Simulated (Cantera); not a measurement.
An isothermal, constant-pressure homogeneous reactor starts with 76.3 % NH₃, 23.7 % N₂, at 1725 K and 0.415 atm.

Detailed kinetics in Cantera: the gas-phase N/H chemistry of the illustrative SiF4/NH3 mechanism in the Surface Chemkin manual (1991). Walls and surfaces, which speed up NH3 decomposition in real reactors, are not modelled.

x: mole fraction; the columns are a selection and need not sum to one.

```
t (s)       x NH₃      x NH       x N   x N₂    x N₂H₄      x H₂    x N₂H₂
--------  -------  --------  --------  -----  --------  --------  --------
2.00e-6     0.763    <1e-12    <1e-12  0.237    <1e-12   1.82e-7    <1e-12
1.75e-5     0.763  1.03e-10    <1e-12  0.237  2.84e-11   1.80e-6  8.26e-11
0.000154    0.763   1.85e-8  5.62e-12  0.237   2.62e-9   1.61e-5   1.67e-8
0.00135     0.763   6.07e-7  3.32e-10  0.237   1.17e-7  0.000250   9.82e-7
0.0118      0.758   8.54e-7       ___  0.237   1.64e-7   0.00423   1.43e-6
0.104       0.718   1.10e-6       ___  0.243   1.41e-7    0.0381   1.30e-6
0.910       0.473   1.20e-6       ___  0.280   7.45e-8     0.247   6.61e-7
7.98       0.0625   5.22e-7       ___  0.341   3.99e-9     0.596   3.58e-8
70.0      0.00226   4.04e-8       ___  0.350  1.10e-11     0.647  1.15e-10
```

Task: Fill in the missing entries.

Result: 
- 0.0118, x N: 2.69e-9
- 0.104, x N: 1.77e-8
- 0.910, x N: 4.14e-8
- 7.98, x N: 3.54e-8
- 70.0, x N: 4.05e-9
